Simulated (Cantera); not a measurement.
Cantera run:

```python
import numpy as np
import cantera as ct

gas_names = """
    H H2 N NH NH2 NH3 N2 N2H2 N2H4 Si SiH SiH2 SiH3 SiH4 SiN Si2 Si2N Si3
""".split()
cond_names = """
    Si(cr) Si(L) Si3N4(a)
""".split()


# ... load() reads the species with a 1 bar reference pressure and builds the phases ...
atoms = {
    'SiH4': {'Si': 1, 'H': 4},
    'NH3': {'N': 1, 'H': 3},
    'H2': {'H': 2},
}
top_T = {'Si3N4(a)': 2400}  # K; cautious upper limits of use, not melting points


# ... equilibrate(T, P, feed) seeds the gas with the atoms and calls Mixture.equilibrate('TP', solver="vcs", rtol=1e-11, max_steps=5000) ...
results = []
feed = {'SiH4': 1, 'NH3': 13, 'H2': 0.5}  # mol
T = 848.15  # K
P = 10000  # Pa
mix = equilibrate(T, P, feed)
results.append((T, P, feed, dict(zip(mix.species_names, mix.species_moles))))
x = sorted(zip(gas.X, gas.species_names), reverse=True)
print(f"T = {T:g} K  P = {P:g} Pa  gas = {mix.phase_moles(0):.4g} mol")
print("   x: " + "  ".join(f"{s} {v:.3e}" for v, s in x if v > 0.001))
print("   condensed (mol): " + ("  ".join(f"{mix.phase(i).name} {mix.phase_moles(i):.4g}"
      for i in range(1, mix.n_phases) if mix.phase_moles(i) > 1e-12) or "none"))
```

Output:

```
T = 848.15 K  P = 10000 Pa  gas = 27.83 mol
   x: H2 7.904e-01  N2 2.096e-01
   condensed (mol): Si3N4(a) 0.3333
```

Equilibrium computed with Cantera from the NASA thermochemical tables; the gas is ideal and each condensed phase is pure.
